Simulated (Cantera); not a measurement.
Ignition delay

Mixture: H2 : O2 : N2 = 1 : 0.417 : 1.57 (molar parts), at 3.80 bar, adiabatic and at constant pressure. Ignition delay is the time to a rise of 400 K.

Model: the H2/O2 subset of GRI-Mech 3.0, which has no nitrogen chemistry, integrated in Cantera. The hydrogen kinetics of GRI-Mech 3.0 are dated; newer H2 mechanisms differ, most at raised pressure. Where the delays flatten at high temperature, the 400 K rule measures the pace of heat release, not the induction time.

| T0 (K) | delay (ms) |
|---|---|
| 1225 | 0.0137 |
| 1300 | 0.00838 |
| 1375 | 0.00586 |
| 1450 | 0.00441 |
| 1525 | 0.00351 |
| 1600 | 0.00292 |
